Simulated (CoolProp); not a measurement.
Methane along the isobar 18.1 MPa: Z from the reference equation and from simpler models built on Tc = -82.6 °C, pc = 4.599 MPa, ω = 0.011; each cubic takes its own stable root.

The numbers come from the reference Helmholtz-energy equation of state, Setzmann 1991 in CoolProp.

```tsv
T (°C)	phase	reference	van der Waals	Redlich-Kwong	Soave-Redlich-Kwong	Peng-Robinson
-171.75	liquid	0.7662	1.094	0.7554	0.7638	0.6808
-135.75	liquid	0.6286	0.8760	?	0.6293	0.5603
-99.65	liquid	0.5708	0.7676	0.5819	0.5824	?
-63.65	supercritical	0.5747	?	0.6037	0.6045	0.5474
-27.55	supercritical	0.6533	0.7285	0.6881	0.6960	0.6431
8.45	supercritical	0.7707	0.7729	0.7915	0.8087	0.7573
44.45	supercritical	?	0.8315	0.8708	0.8937	0.8442
80.55	supercritical	0.9244	0.8831	0.9245	0.9504	0.9039
116.55	supercritical	0.9651	0.9224	0.9605	0.9879	0.9447
```

### Question
Fill in the missing entries.

### Answer

- -135.75, Redlich-Kwong: 0.6257
- -99.65, Peng-Robinson: 0.5205
- -63.65, van der Waals: 0.7232
- 44.45, reference: 0.8629
